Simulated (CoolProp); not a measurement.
Properties of cis-2-butene at several states (Tc = 162.6 °C, pc = 4.236 MPa, ω = 0.202).

The numbers come from the reference Helmholtz-energy equation of state, Lemmon 2005 in CoolProp. It is a short technical equation, of lower accuracy than the large ones.

```tsv
T (°C)	p (MPa)	phase	Z	cv (kJ/(kg K))	Joule-Thomson coefficient (K/MPa)	fugacity coefficient
172.45	1.74	gas	0.8527	?	9.846	0.8698
99.05	0.394	gas	0.9431	1.609	15.60	0.9460
186.95	0.203	gas	0.9859	1.918	7.577	0.9861
157.85	1.38	gas	?	1.860	?	?
```

Fill in the missing entries.


- 172.45, cv (kJ/(kg K)): 1.919
- 157.85, Z: 0.8707
- 157.85, Joule-Thomson coefficient (K/MPa): 10.68
- 157.85, fugacity coefficient: 0.8843
